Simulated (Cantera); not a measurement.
A closed system holds: 1 mol MgCl2, 0.21 mol O2, 240 mol H2, held at 2000 °C and 1000 Pa.

Equilibrium computed with Cantera from the NASA thermochemical tables; the gas is ideal and each condensed phase is pure. Candidate condensed phases: H2O, Mg, MgCl2, MgO, Mg(OH)2; 22 gas species. Equilibrium is a limit: real reactors are often held back by kinetics, nucleation or transport.

Base state: H2 0.906, H 0.0800, HCl 0.00745, Mg 0.00395, H2O 0.00164, Cl 0.000475, OH 2.25e-5 (mole fractions); condensed: gas only.

Question: What changes in the equilibrium state with this change: temperature from 2000 °C to 1502 °C?

Answer: 
```csv
species,before,after
H2,0.906,0.983
HCl,0.00745,0.00783
Mg,0.00395,0.00390
H,0.0800,0.00287
Cl,0.000475,1.76e-5
MgCl2,1.16e-6,0.000189
OH,2.25e-5,3.15e-7
MgCl,7.14e-6,3.06e-5
```

Question: What changes in the equilibrium state with this change: O2 from 0.21 to 0.6 mol?

Answer: 
```tsv
species	before	after
H2	0.906	0.904
H	0.0800	0.0798
HCl	0.00745	0.00745
H2O	0.00164	0.00469
Mg	0.00395	0.00395
OH	2.25e-5	6.43e-5
Cl	0.000475	0.000475
```

Question: What changes in the equilibrium state with this change: temperature from 2000 °C to 650 °C?

Answer: 
```json
[
 {"species": "H2", "before": "0.906", "after": "0.995"},
 {"species": "HCl", "before": "0.00745", "after": "0.00349"},
 {"species": "MgCl2", "before": "1.16e-6", "after": "0.00191"},
 {"species": "H", "before": "0.0800", "after": "2.45e-9"},
 {"species": "Mg", "before": "0.00395", "after": "<1e-9"},
 {"species": "Cl", "before": "0.000475", "after": "<1e-9"},
 {"species": "MgCl2(s), mol", "before": "0", "after": "0.120"},
 {"species": "MgO(s), mol", "before": "0", "after": "0.420"}
]
```
Condensed phases not in the tables: MgOHCl.
